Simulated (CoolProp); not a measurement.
Vapour-liquid equilibrium of propane (1) + R152A (2) at 295 K; x and y are mole fractions of (1).

Model: multi-fluid Helmholtz-energy mixture model, Lemmon 2009 and Outcalt 1996; pair parameters Bell 2016, in CoolProp.

| x | bubble pressure, mixture model (kPa) | bubble pressure, Raoult's law (kPa) | y, mixture model | y, Raoult's law |
|---|---|---|---|---|
| 0.05 | 628.5 | 559.5 | 0.160 | 0.078 |
| 0.2 | 808.4 | 609.7 | 0.407 | 0.288 |
| 0.35 | 907.7 | 660.0 | 0.525 | 0.466 |
| 0.5 | 960.8 | 710.3 | 0.604 | 0.618 |
| 0.65 | 985.1 | 760.6 | 0.676 | 0.750 |
| 0.8 | 979.9 | 810.9 | 0.766 | 0.866 |
| 0.95 | 920.2 | 861.2 | 0.918 | 0.968 |

The largest gap from Raoult's law is +37.5 % in bubble pressure, at x = 0.35. y crosses x between x = 0.65 and 0.8: the model has an azeotrope there.

Pair parameters are fitted to limited data, so mixtures are less certain than the pure fluids.
